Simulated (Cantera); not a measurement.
Source: NASA polynomial tables (part measured, part estimated), evaluated in Cantera. Values are per mole of reaction as written; species without (g) are pure solids or liquids, kept so even where they would boil at 1 bar.

Between 300 and 2225 K, where is each reaction favourable under standard conditions?
- 4 N(g) + 4 PH3(g) ⇌ 4 NH3(g) + P4(g)


- 4 N(g) + 4 PH3(g) ⇌ 4 NH3(g) + P4(g): ΔG° is -1916 kJ at 300 K and -1071 kJ at 2225 K; it stays negative (K > 1). ΔH° is -2089 kJ and ΔS° -458 J/K at 2225 K.
